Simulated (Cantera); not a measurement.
Input: 1 mol Al, a varied amount of H₂O, 2.8 mol N₂, at 725 °C and 1800 Pa.

Equilibrium computed with Cantera from the NASA thermochemical tables; the gas is ideal and each condensed phase is pure. Candidate condensed phases: Al, AlN, Al₂O₃, H₂O; 35 gas species. The numbers say what is thermodynamically allowed, not how fast it happens.

Q: At 7.7 mol H₂O, list the 3 most abundant gas species with their mole fractions, and the condensed phases.

A: H₂O 0.590, N₂ 0.267, H₂ 0.143. Condensed: Al₂O₃(s).
